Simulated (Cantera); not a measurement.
Input: 1 mol Si2Cl6, 33 mol N2, 6.6 mol H2, equilibrated at 948.15 K and 0.133 bar.

Equilibrium computed with Cantera from the NASA thermochemical tables; the gas is ideal and each condensed phase is pure. Candidate condensed phases: NH4Cl, Si, Si3N4; 28 gas species. The feed counts by its element totals alone. N2 is the only nitrogen source here; it is nearly inert below about 1500 K, so the nitride shown seldom forms there in practice. The numbers say what is thermodynamically allowed, not how fast it happens.

Base state: N2 0.772, HCl 0.124, H2 0.0984, SiCl4 0.00549, SiHCl3 1.97e-5 (mole fractions); condensed: Si3N4(s).

Problem. What changes in the equilibrium state with this change: Si2Cl6 replaced by SiH2Cl2?

Solution. 
| species | before | after |
|---|---|---|
| N2 | 0.772 | 0.790 |
| H2 | 0.0984 | 0.161 |
| HCl | 0.124 | 0.0487 |
| SiCl4 | 0.00549 | 4.83e-5 |
| SiHCl3 | 1.97e-5 | 7.22e-7 |
| Si3N4(s), mol | 0.591 | 0.333 |
